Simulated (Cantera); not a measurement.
Equilibrium for iron carbonyl, mercury and lead vapours: PbO + CO + N₂

Input: 1 mol PbO, 1.8 mol CO, a varied amount of N₂, at 13.3 mbar.

Equilibrium computed with Cantera from the NASA thermochemical tables; the gas is ideal and each condensed phase is pure. Candidate condensed phases: C, Pb, PbO, PbO₂, Pb₃O₄; 27 gas species. Equilibrium is a limit: real reactors are often held back by kinetics, nucleation or transport.

Map the stable condensed phases over T = 1150, 1175, 1200, 1225, 1250, 1275, 1300, 1325, 1350, 1375, 1400, 1425, 1450, 1475 K and n(N₂) in mol = 0.37, 0.57, 0.87, 1.3, 2, 3.1, 4.7, 7.2, 11, 17, 26.


```
T in K \ n(N₂) in mol
         0.37 0.57 0.87  1.3    2  3.1  4.7  7.2   11   17   26
   1475     A    A    A    A    A    A    A    A    A    A    A
   1450     A    A    A    A    A    A    A    A    A    A    A
   1425     A    A    A    A    A    A    A    A    A    A    A
   1400     A    A    A    A    A    A    A    A    A    A    A
   1375     A    A    A    A    A    A    A    A    A    A    A
   1350     A    A    A    A    A    A    A    A    A    A    A
   1325     B    B    B    A    A    A    A    A    A    A    A
   1300     B    B    B    B    B    A    A    A    A    A    A
   1275     B    B    B    B    B    B    A    A    A    A    A
   1250     B    B    B    B    B    B    B    A    A    A    A
   1225     B    B    B    B    B    B    B    B    B    A    A
   1200     B    B    B    B    B    B    B    B    B    B    A
   1175     B    B    B    B    B    B    B    B    B    B    B
   1150     B    B    B    B    B    B    B    B    B    B    B
```
A: gas only; B: Pb.
